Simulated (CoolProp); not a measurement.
Saturated liquid density (kg/m³) of nitrous oxide: the reference equation beside estimates from Tc = 309.5 K, pc = 7.245 MPa, ω = 0.161. Rackett uses Z = 0.29056 − 0.08775 ω.

Computed with CoolProp (reference Helmholtz-energy equation of state, Lemmon 2006). It is a short technical equation, of lower accuracy than the large ones.

```csv
T (K),reference,Rackett,van der Waals,Redlich-Kwong,Soave-Redlich-Kwong,Peng-Robinson
188.2,1220,1199,759.5,1117,1135,1281
196.1,1196,1177,745.8,1093,1112,1257
203.9,1172,1154,731.7,1069,1089,1232
211.8,1147,1130,716.8,1042,1064,1205
219.7,1121,1106,701.1,1014,1038,1176
227.5,1095,1081,684.9,985.5,1010,1145
235.4,1067,1054,667.5,954.4,979.9,1111
243.3,1037,1026,649.1,921.4,947.4,1075
251.2,1006,995.8,629.5,886.0,912.3,1035
259,973.3,964.4,608.7,848.5,874.7,992.4
266.9,937.6,930.0,585.8,807.3,832.9,944.5
274.8,898.6,892.1,560.6,762.1,786.6,890.9
282.6,855.4,850.1,532.7,712.3,735.0,830.8
290.5,804.6,800.2,499.9,654.3,674.2,759.5
298.4,740.6,736.9,459.3,583.8,599.4,671.1
```

Absolute difference from the reference over all 15 rows, mean and median: Rackett 1.1 and 1.1 %, van der Waals 37.6 and 37.5 %, Redlich-Kwong 12.4 and 11.1 %, Soave-Redlich-Kwong 10.2 and 8.6 %, Peng-Robinson 4.1 and 4.6 %.
